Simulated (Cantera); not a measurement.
Hydrocarbon pyrolysis for carbon deposition

An isothermal, constant-pressure homogeneous reactor starts with 1.28 % CH₄, 98.7 % N₂, at 2000 K and 100.0 Torr.

Model: GRI-Mech 3.0 (53 species, 325 reactions), integrated in Cantera. GRI-Mech 3.0 stops at C3 and has no aromatics, soot or wall deposition, so with more carbon than oxygen in the feed, carbon stays in small species such as C2H2 where larger ones or solid carbon would form.

```json
[
 {"t (s)": "6.00e-5", "x CH₄": "0.0127", "x C₂H₆": "6.82e-9", "x H₂": "3.80e-5", "x CH₃": "8.33e-5", "x H": "7.76e-6"},
 {"t (s)": "0.000143", "x CH₄": "0.0126", "x C₂H₆": "6.10e-8", "x H₂": "0.000103", "x CH₃": "0.000208", "x H": "8.35e-6"},
 {"t (s)": "0.000343", "x CH₄": "0.0123", "x C₂H₆": "4.04e-7", "x H₂": "0.000294", "x CH₃": "0.000492", "x H": "1.21e-5"},
 {"t (s)": "0.000820", "x CH₄": "0.0111", "x C₂H₆": "1.96e-6", "x H₂": "0.00122", "x CH₃": "0.00105", "x H": "3.37e-5"},
 {"t (s)": "0.00196", "x CH₄": "0.00700", "x C₂H₆": "3.08e-6", "x H₂": "0.00657", "x CH₃": "0.00130", "x H": "0.000118"},
 {"t (s)": "0.00469", "x CH₄": "0.00241", "x C₂H₆": "6.22e-7", "x H₂": "0.0146", "x CH₃": "0.000588", "x H": "0.000212"},
 {"t (s)": "0.0112", "x CH₄": "0.000614", "x C₂H₆": "6.38e-8", "x H₂": "0.0177", "x CH₃": "0.000191", "x H": "0.000294"},
 {"t (s)": "0.0268", "x CH₄": "0.000126", "x C₂H₆": "4.24e-9", "x H₂": "0.0186", "x CH₃": "5.03e-5", "x H": "0.000381"},
 {"t (s)": "0.0640", "x CH₄": "2.12e-5", "x C₂H₆": "1.62e-10", "x H₂": "0.0187", "x CH₃": "9.99e-6", "x H": "0.000449"},
 {"t (s)": "0.153", "x CH₄": "1.66e-6", "x C₂H₆": "1.27e-12", "x H₂": "0.0187", "x CH₃": "8.86e-7", "x H": "0.000508"},
 {"t (s)": "0.366", "x CH₄": "2.39e-7", "x C₂H₆": "<1e-12", "x H₂": "0.0187", "x CH₃": "1.44e-7", "x H": "0.000574"},
 {"t (s)": "0.875", "x CH₄": "1.04e-7", "x C₂H₆": "<1e-12", "x H₂": "0.0187", "x CH₃": "6.69e-8", "x H": "0.000610"},
 {"t (s)": "2.09", "x CH₄": "6.42e-8", "x C₂H₆": "<1e-12", "x H₂": "0.0187", "x CH₃": "4.15e-8", "x H": "0.000613"},
 {"t (s)": "5.00", "x CH₄": "6.03e-8", "x C₂H₆": "<1e-12", "x H₂": "0.0187", "x CH₃": "3.90e-8", "x H": "0.000613"}
]
```
x: mole fraction; the columns are a selection and need not sum to one.

Equilibrium at this temperature and pressure: CH₄ 9.22e-8, C₂H₆ <1e-12, H₂ 0.0187, CH₃ 5.96e-8, H 0.000613 (gas phase only).
